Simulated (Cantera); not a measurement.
Input: 1 mol C2F6, 7.9 mol H2, equilibrated at 2625 K and 1.30 Pa.

Method: chemical equilibrium by Gibbs-energy minimisation in Cantera with the NASA 1993 tables (ideal gas, pure condensed phases). Candidate condensed phases: C, C6H6, C7H8, C8H18; 95 gas species. The feed counts by its element totals alone. Equilibrium is a limit: real reactors are often held back by kinetics, nucleation or transport.

Base state: H 0.629, HF 0.191, F 0.120, C 0.0291, C3 0.0211, C2 0.00450, H2 0.00285, CF 0.00250 (mole fractions); condensed: gas only.

Task: What changes in the equilibrium state with this change: C2F6 replaced by CH3Cl?

Result: 
```tsv
species	before	after
H	0.629	0.914
Cl	0	0.0488
C	0.0291	0.0209
HF	0.191	0
F	0.120	0
C3	0.0211	0.00780
CF	0.00250	0
HCl	0	0.000460
C5	2.07e-5	3.94e-6
```

Task: What changes in the equilibrium state with this change: temperature from 2625 K to 2773.15 K?

Result: 
| species | before | after |
|---|---|---|
| H | 0.629 | 0.651 |
| F | 0.120 | 0.198 |
| HF | 0.191 | 0.0764 |
| C | 0.0291 | 0.0601 |
| C3 | 0.0211 | 0.00707 |
| C5 | 2.07e-5 | 1.57e-6 |
| C2H | 0.000203 | 6.09e-5 |
| H2 | 0.00285 | 0.000995 |
| CF | 0.00250 | 0.00219 |
